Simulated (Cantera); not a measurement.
Charge: 1 mol SiF4, 95 mol N2, 8.7 mol NH3, held at 952 °C and 2.55 Torr.

Equilibrium computed with Cantera from the NASA thermochemical tables; the gas is ideal and each condensed phase is pure. Candidate condensed phases: Si, Si3N4; 37 gas species. The tables' values for SiF3 are old estimates; treat these amounts as uncertain. Rates play no part.

Base state: N2 0.876, H2 0.115, SiF4 0.00841, HF 0.000947, SiF3 0.000183, SiHF3 4.41e-5 (mole fractions); condensed: Si3N4(s).

**Question.** What changes in the equilibrium state with this change: NH3 from 8.7 to 1.1 mol?

**Answer.** 
| species | before | after |
|---|---|---|
| N2 | 0.876 | 0.973 |
| H2 | 0.115 | 0.0166 |
| SiF4 | 0.00841 | 0.00992 |
| HF | 0.000947 | 0.000382 |
| SiHF3 | 4.41e-5 | 1.87e-5 |
| Si3N4(s), mol | 0.00672 | 0.00124 |
